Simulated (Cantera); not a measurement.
Input: 1 mol MgSO4, 0.78 mol H2O, 0.84 mol CO2, held at 53.0 Pa.

Equilibrium computed with Cantera from the NASA thermochemical tables; the gas is ideal and each condensed phase is pure. Candidate condensed phases: C, C6H6, C7H8, C8H18, H2O, H2SO4, Mg, MgCO3, MgO, Mg(OH)2, MgS, MgSO4, S; 130 gas species. Equilibrium is a limit: real reactors are often held back by kinetics, nucleation or transport.

### Question
What share of the Mg ends up in condensed phases as a function of T (K), at 1598, 1673, 1748, 1823, 1898, 1973, 2048, 2123, 2198?

### Answer
```json
[
 {"T (K)": "1598", "Mg condensed (%)": "100.0", "as": "MgO(s)"},
 {"T (K)": "1673", "Mg condensed (%)": "100.0", "as": "MgO(s)"},
 {"T (K)": "1748", "Mg condensed (%)": "100.0", "as": "MgO(s)"},
 {"T (K)": "1823", "Mg condensed (%)": "100.0", "as": "MgO(s)"},
 {"T (K)": "1898", "Mg condensed (%)": "100.0", "as": "MgO(s)"},
 {"T (K)": "1973", "Mg condensed (%)": "99.8", "as": "MgO(s)"},
 {"T (K)": "2048", "Mg condensed (%)": "99.1", "as": "MgO(s)"},
 {"T (K)": "2123", "Mg condensed (%)": "96.1", "as": "MgO(s)"},
 {"T (K)": "2198", "Mg condensed (%)": "83.0", "as": "MgO(s)"}
]
```
